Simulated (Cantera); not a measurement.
Feed: 1 mol N2O, 0.32 mol H2O, 1.7 mol N2, at 10.0 mbar.

Cantera equilibrium calculation (NASA polynomials, part measured and part estimated; ideal gas, pure solids and liquids). Candidate condensed phases: H2O; 24 gas species. Kinetics and transport are ignored.

log p: log10 of the partial pressure in bar; nothing condenses.

```csv
T (°C),log p N2,log p O2,log p H2O,log p NO,log p OH
252,-2.12,-2.85,-3.04,-10.91,<-14
452,-2.12,-2.85,-3.04,[?],[?]
652,-2.12,-2.85,-3.04,-6.98,-9.19
852,-2.12,-2.85,-3.04,-6.06,-7.56
1052,-2.12,-2.85,-3.04,-5.42,-6.42
1252,-2.12,-2.85,-3.04,[?],[?]
1452,-2.12,-2.85,-3.04,-4.59,-4.93
1652,-2.12,-2.86,-3.05,-4.31,-4.43
```

Q: What belongs in the gaps?

A: 
- 1252, log p NO: -4.95
- 1252, log p OH: -5.58
- 452, log p NO: -8.41
- 452, log p OH: -11.72
